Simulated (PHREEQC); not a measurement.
Consider water at 25 °C with 0.14 mol/kgw ZnSO4, 0.00052 mol/kgw CaCl2 and 0.0005 mol/kgw NaCl. Closed to the air; pH follows from the charge balance.

Model: ion-association model, phreeqc.dat, run in PHREEQC.

```json
[
 {"quantity": "pH", "before": "5.51", "after": "3.85"},
 {"quantity": "ionic strength (mol/kgw)", "before": "0.277", "after": "0.278"},
 {"quantity": "Zn(SO4)2-2 (mol/kgw)", "before": "0.0195", "after": "0.0194"},
 {"quantity": "Cl- (mol/kgw)", "before": "0.00147", "after": "0.00196"},
 {"quantity": "Na+ (mol/kgw)", "before": "0.000470", "after": "0.000470"},
 {"quantity": "ZnCl+ (mol/kgw)", "before": "7.21e-5", "after": "9.66e-5"},
 {"quantity": "SI of Halite (NaCl)", "before": "-8.03", "after": "-7.90"}
]
```

Q: Name the change that produced these shifts.
A) NaCl from 0.0005 to 0.00075 mol/kgw
B) CaCl2 from 0.00052 to 0.000572 mol/kgw
C) CaCl2 left out
D) temperature from 25 to 70 °C
E) CaCl2 replaced by FeCl3 at the same molality

A: E, CaCl2 replaced by FeCl3 at the same molality

This is a speciation only: nothing precipitates in the calculation. Some of these states are supersaturated (in Fe(OH)3(a), Hematite (slow to form), for instance).
